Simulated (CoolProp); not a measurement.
A Linde-Hampson liquefier for nitrogen: isothermal reversible compression at 250 K from 1 atm to 20 MPa, throttling to 1 atm, return gas leaving the recuperator 10 K below the feed. Each further row changes one setting.

Model: reference Helmholtz-energy equation of state, Span 2000, in CoolProp.

```
case                        liquid yield per pass  compression work (kJ/kg of gas)
--------------------------  ---------------------  -------------------------------
as stated                              (withheld)                              386
high pressure 40 MPa                   (withheld)                       (withheld)
warm-end temperature 280 K             (withheld)                       (withheld)
warm-end gap 15 K                      (withheld)                              386
```

Question: Fill in the missing entries.

Answer: 
- as stated, liquid yield per pass: 0.103
- high pressure 40 MPa, liquid yield per pass: 0.131
- high pressure 40 MPa, compression work (kJ/kg of gas): 443
- warm-end temperature 280 K, liquid yield per pass: 0.068
- warm-end temperature 280 K, compression work (kJ/kg of gas): 438
- warm-end gap 15 K, liquid yield per pass: 0.090
